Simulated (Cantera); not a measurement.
Charge: 1 mol Cu2O, 4.4 mol H2, 22 mol N2, equilibrated at 16.0 Pa.

Equilibrium computed with Cantera from the NASA thermochemical tables; the gas is ideal and each condensed phase is pure. Candidate condensed phases: Cu, CuO, Cu(OH)2, Cu2O, H2O; 27 gas species. Kinetics and transport are ignored. All values below are at 2198 K.

Base state: N2 0.723, H 0.113, Cu 0.0658, H2 0.0658, H2O 0.0201, O 0.00575, OH 0.00481, O2 0.000743 (mole fractions); condensed: gas only.

Problem. What changes in the equilibrium state with this change: pressure from 16.0 Pa to 0.630 bar?

Solution. 
| species | before | after |
|---|---|---|
| N2 | 0.723 | 0.802 |
| H2 | 0.0658 | 0.123 |
| H2O | 0.0201 | 0.0363 |
| H | 0.113 | 0.00246 |
| Cu | 0.0658 | 0.0363 |
| O2 | 0.000743 | 1.76e-7 |
| O | 0.00575 | 1.41e-6 |
| Cu(l), mol | 0 | 0.990 |

Problem. What changes in the equilibrium state with this change: N2 from 22 to 2.1 mol?

Solution. 
```csv
species,before,after
H2,0.0658,0.253
H,0.113,0.222
N2,0.723,0.216
Cu,0.0658,0.206
H2O,0.0201,0.0844
OH,0.00481,0.0103
NO,0.000716,0.000426
O2,0.000743,0.000880
O,0.00575,0.00626
```
